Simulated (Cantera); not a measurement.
Source: NASA polynomial tables (part measured, part estimated), evaluated in Cantera. Values are per mole of reaction as written; species without (g) are pure solids or liquids, kept so even where they would boil at 1 bar.

Task: Between 523 and 1123 K, where is each reaction favourable under standard conditions?
- 2 C2H5OH(g) + Cu ⇌ 5 H2(g) + 4 C + Cu(OH)2
- 3 OH(g) + H(g) + Cu2O ⇌ 2 Cu(OH)2

Result: 
- 2 C2H5OH(g) + Cu ⇌ 5 H2(g) + 4 C + Cu(OH)2: ΔG° is -88 kJ at 523 K and -255 kJ at 1123 K; it stays negative (K > 1). ΔH° is 78 kJ and ΔS° 297 J/K at 1123 K.
- 3 OH(g) + H(g) + Cu2O ⇌ 2 Cu(OH)2: ΔG° is -784 kJ at 523 K and -476 kJ at 1123 K; it stays negative (K > 1). ΔH° is -1037 kJ and ΔS° -499 J/K at 1123 K.
